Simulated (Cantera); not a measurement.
A Cantera script and what it prints.

```python
import numpy as np
import cantera as ct

gas_names = """
    O2 B2O2 H2 H2O
""".split()
cond_names = """
    B(b) B(L) Ti(a) Ti(b) Ti(L) Ti3O5(a) Ti3O5(b) Ti3O5(L)
""".split()


# ... load() reads the species with a 1 bar reference pressure and builds the phases ...
species = {s.name: s for s in load("nasa_gas.yaml", gas_names) + load("nasa_condensed.yaml", cond_names)}
# Each term lists the table entries of one substance; the one whose range holds T is used.
reactions = {
    '2 B + O2(g) = B2O2(g)':
        [(-2, ['B(b)', 'B(L)']), (-1, ['O2']), (1, ['B2O2'])],
    '1.2 Ti + O2(g) = 0.4 Ti3O5':
        [(-1.2, ['Ti(a)', 'Ti(b)', 'Ti(L)']), (-1, ['O2']), (0.4, ['Ti3O5(a)', 'Ti3O5(b)', 'Ti3O5(L)'])],
    '2 H2(g) + O2(g) = 2 H2O(g)':
        [(-2, ['H2']), (-1, ['O2']), (2, ['H2O'])],
}


def pick(names, T):
    return next(species[n] for n in names if species[n].thermo.min_temp <= T <= species[n].thermo.max_temp)


results = []
for label, terms in reactions.items():
    print(label)
    print("     T/K   dH/kJ  dS/(J/K)   dG/kJ   log10 K")
    for T in [650, 850, 1050, 1250, 1450, 1650, 1850, 2050, 2250, 2450, 2650]:
        used = [(nu, pick(names, T)) for nu, names in terms]
        dH = sum(nu * s.thermo.h(T) for nu, s in used) / 1e6
        dS = sum(nu * s.thermo.s(T) for nu, s in used) / 1e3
        dG = dH - T * dS / 1e3
        logK = -dG * 1e6 / (ct.gas_constant * T * np.log(10))
        results.append((label, T, dH, dS, dG, logK, [s.name for _, s in used]))
        print(f"{T:8g} {dH:8.1f} {dS:8.1f} {dG:8.1f} {logK:8.2f}")
```

It prints:

```
2 B + O2(g) = B2O2(g)
     T/K   dH/kJ  dS/(J/K)   dG/kJ   log10 K
     650   -456.2     25.9   -473.1    38.02
     850   -457.3     24.5   -478.1    29.38
    1050   -458.7     23.0   -482.9    24.02
    1250   -460.2     21.7   -487.3    20.36
    1450   -461.9     20.4   -491.5    17.71
    1650   -463.9     19.2   -495.5    15.69
    1850   -466.0     17.9   -499.2    14.09
    2050   -468.4     16.7   -502.7    12.81
    2250   -471.1     15.5   -505.9    11.74
    2450   -574.6    -28.6   -504.6    10.76
    2650   -578.0    -29.9   -498.7     9.83
1.2 Ti + O2(g) = 0.4 Ti3O5
     T/K   dH/kJ  dS/(J/K)   dG/kJ   log10 K
     650   -975.1   -171.4   -863.7    69.40
     850   -973.2   -168.9   -829.7    50.98
    1050   -971.3   -166.9   -796.1    39.60
    1250   -973.9   -169.1   -762.5    31.86
    1450   -970.3   -166.5   -728.9    26.26
    1650   -966.8   -164.2   -695.8    22.03
    1850   -963.3   -162.2   -663.2    18.73
    2050   -978.3   -169.9   -630.0    16.05
    2250   -907.1   -135.2   -602.8    13.99
    2450   -904.6   -134.2   -575.8    12.28
    2650   -902.3   -133.3   -549.1    10.82
2 H2(g) + O2(g) = 2 H2O(g)
     T/K   dH/kJ  dS/(J/K)   dG/kJ   log10 K
     650   -490.4   -104.0   -422.8    33.98
     850   -493.6   -108.3   -401.6    24.68
    1050   -496.3   -111.2   -379.6    18.88
    1250   -498.4   -113.0   -357.2    14.92
    1450   -500.1   -114.2   -334.4    12.05
    1650   -501.3   -115.0   -311.5     9.86
    1850   -502.2   -115.5   -288.4     8.14
    2050   -502.8   -115.9   -265.3     6.76
    2250   -503.3   -116.1   -242.1     5.62
    2450   -503.5   -116.2   -218.9     4.67
    2650   -503.7   -116.3   -195.6     3.86
```

Cantera with NASA thermochemical tables; ideal gases at 1 bar, condensed phases pure. Condensed species are held in their standard states even where they would react or evaporate.
